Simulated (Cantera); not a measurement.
Thermodynamics of carbon deposition, reforming and gasification, feed n-butane + NH3 + N2

Input: 1 mol n-butane, 0.11 mol NH3, 1.7 mol N2, at 1 atm.

Cantera equilibrium calculation (NASA polynomials, part measured and part estimated; ideal gas, pure solids and liquids). Candidate condensed phases: C, C6H6, C7H8, C8H18; 110 gas species. Ions and electrons are included (thermal ionisation). Kinetics and transport are ignored.

```json
[
 {"T (°C)": "2727", "x H": "0.118", "x H2": "0.565", "x N2": "0.198", "x C": "5.00e-5", "x HCN": "0.0668", "x C2H2 (acetylene)": "0.0352", "x C3": "0.000308", "x CN": "0.00144", "x C2": "3.13e-5", "x C2H": "0.00126", "x HNC": "0.0126", "n C(graphite)": "2.83"},
 {"T (°C)": "2977", "x H": "0.212", "x H2": "0.443", "x N2": "0.171", "x C": "0.000449", "x HCN": "0.0818", "x C2H2 (acetylene)": "0.0538", "x C3": "0.00357", "x CN": "0.00503", "x C2": "0.000382", "x C2H": "0.00615", "x HNC": "0.0185", "n C(graphite)": "2.03"},
 {"T (°C)": "3227", "x H": "0.318", "x H2": "0.294", "x N2": "0.138", "x C": "0.00293", "x HCN": "0.0840", "x C2H2 (acetylene)": "0.0630", "x C3": "0.0288", "x CN": "0.0141", "x C2": "0.00323", "x C2H": "0.0215", "x HNC": "0.0222", "n C(graphite)": "0.252"},
 {"T (°C)": "3477", "x H": "0.449", "x H2": "0.204", "x N2": "0.124", "x C": "0.00953", "x HCN": "0.0569", "x C2H2 (acetylene)": "0.0294", "x C3": "0.0459", "x CN": "0.0228", "x C2": "0.00840", "x C2H": "0.0259", "x HNC": "0.0172", "n C(graphite)": "0"},
 {"T (°C)": "3727", "x H": "0.561", "x H2": "0.126", "x N2": "0.115", "x C": "0.0237", "x HCN": "0.0332", "x C2H2 (acetylene)": "0.0100", "x C3": "0.0476", "x CN": "0.0310", "x C2": "0.0152", "x C2H": "0.0219", "x HNC": "0.0113", "n C(graphite)": "0"},
 {"T (°C)": "3977", "x H": "0.629", "x H2": "0.0696", "x N2": "0.106", "x C": "0.0490", "x HCN": "0.0177", "x C2H2 (acetylene)": "0.00285", "x C3": "0.0392", "x CN": "0.0378", "x C2": "0.0220", "x C2H": "0.0150", "x HNC": "0.00663", "n C(graphite)": "0"},
 {"T (°C)": "4227", "x H": "0.657", "x H2": "0.0366", "x N2": "0.0995", "x C": "0.0862", "x HCN": "0.00876", "x C2H2 (acetylene)": "0.000705", "x C3": "0.0258", "x CN": "0.0416", "x C2": "0.0259", "x C2H": "0.00861", "x HNC": "0.00360", "n C(graphite)": "0"},
 {"T (°C)": "4477", "x H": "0.661", "x H2": "0.0193", "x N2": "0.0944", "x C": "0.129", "x HCN": "0.00410", "x C2H2 (acetylene)": "0.000154", "x C3": "0.0131", "x CN": "0.0411", "x C2": "0.0245", "x C2H": "0.00412", "x HNC": "0.00182", "n C(graphite)": "0"},
 {"T (°C)": "4727", "x H": "0.655", "x H2": "0.0105", "x N2": "0.0910", "x C": "0.167", "x HCN": "0.00184", "x C2H2 (acetylene)": "3.09e-5", "x C3": "0.00515", "x CN": "0.0368", "x C2": "0.0188", "x C2H": "0.00168", "x HNC": "0.000880", "n C(graphite)": "0"}
]
```
x: gas mole fraction; n: condensed amount in mol.

From 2727 °C to 3227 °C the condensed part is C(graphite). From 3477 °C to 4727 °C nothing is condensed. The main C-bearing gas is C2H2 (acetylene) at 2727 °C and C at 4727 °C.
